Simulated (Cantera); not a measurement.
Feed: 1 mol PH₃, 0.92 mol H₂O, held at 44000 Pa.

Cantera equilibrium calculation (NASA polynomials, part measured and part estimated; ideal gas, pure solids and liquids). Candidate condensed phases: H₂O, P, P₄O₁₀; 31 gas species. Ions and electrons are included (thermal ionisation). Gases not in the tables: HPO₂, HPO₃ and P₄O₆. The numbers say what is thermodynamically allowed, not how fast it happens. All values below are at 2500 K.

Base state: H₂ 0.641, PO 0.156, H₂O 0.0849, P₂ 0.0632, H 0.0303, PO₂ 0.0202, P 0.00315, PH 0.000870 (mole fractions); condensed: gas only.

Problem. What changes in the equilibrium state with this change: PH₃ replaced by H₂S?

Solution. 
| species | before | after |
|---|---|---|
| H₂ | 0.641 | 0.451 |
| H₂O | 0.0849 | 0.245 |
| S₂ | 0 | 0.113 |
| PO | 0.156 | 0 |
| P₂ | 0.0632 | 0 |
| SO | 0 | 0.0511 |
| SH | 0 | 0.0391 |
| SO₂ | 0 | 0.0296 |
| S | 0 | 0.0222 |
| PO₂ | 0.0202 | 0 |
| H₂S | 0 | 0.0200 |
| H | 0.0303 | 0.0255 |
| P | 0.00315 | 0 |
| S₂O | 0 | 0.00118 |
| PH | 0.000870 | 0 |
| O₂ | 1.41e-6 | 2.36e-5 |
Further candidate phases: H₂SO₄, S.
